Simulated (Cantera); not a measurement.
A perfectly stirred reactor is fed with H2 : O2 : N2 = 1.4 : 1 : 2 (molar parts), equivalence ratio 0.70, at 1.00 bar; it is held at 1125 K, and followed from long to short residence time.

Cantera simulation using the H2/O2 subset of GRI-Mech 3.0, which has no nitrogen chemistry; the numbers are that mechanism's predictions, not measurements. The temperature is held fixed by assumption; the heat of reaction is taken as removed at once.

Q: What does this change do: H2 1.4 to 6.2 parts?

A: 
```json
[
 {"quantity": "x(H2) at τ = 0.870 s", "before": "0.00298", "after": "0.512"},
 {"quantity": "x(O2) at τ = 0.870 s", "before": "0.0824", "after": "0.000172"},
 {"quantity": "x(H2O2) at τ = 0.870 s", "before": "1.44e-5", "after": "3.70e-8"},
 {"quantity": "x(O) at τ = 0.870 s", "before": "2.12e-6", "after": "3.10e-8"},
 {"quantity": "x(H) at τ = 0.870 s", "before": "1.24e-6", "after": "0.000305"},
 {"quantity": "x(H2) at τ = 45.0 ms", "before": "0.0159", "after": "0.512"},
 {"quantity": "x(O2) at τ = 45.0 ms", "before": "0.0883", "after": "0.000762"},
 {"quantity": "x(H2O2) at τ = 45.0 ms", "before": "6.96e-5", "after": "4.64e-8"},
 {"quantity": "x(O) at τ = 45.0 ms", "before": "1.59e-5", "after": "5.98e-7"},
 {"quantity": "x(H) at τ = 45.0 ms", "before": "1.90e-5", "after": "0.00133"}
]
```
